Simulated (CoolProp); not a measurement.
A closed Brayton cycle with nitrogen: compressor inlet 307.15 K and 7.6 MPa, high pressure 18.7 MPa, turbine inlet 910 K, compressor efficiency 0.8, turbine efficiency 0.93, recuperator effectiveness 0.8 (on enthalpy, no pinch check). Each further row changes one setting.

The numbers come from the reference Helmholtz-energy equation of state, Span 2000 in CoolProp.

| case | thermal efficiency (%) | net work (kJ/kg) | compressor to turbine work | compressor exit (K) | turbine exit (K) |
|---|---|---|---|---|---|
| as stated | 31.3 | 89.2 | 0.58 | 420.9 | 730.9 |
| turbine inlet 860 K | 29.4 | 77.7 | 0.61 | 420.9 | 689.1 |
| compressor inlet 317.15 K | 30.2 | 84.9 | 0.60 | 434.6 | 730.9 |
| high pressure 15.9 MPa | 30.3 | 79.2 | 0.55 | 398.1 | 760.6 |
| recuperator effectiveness 0.5 | 23.1 | 89.2 | 0.58 | 420.9 | 730.9 |
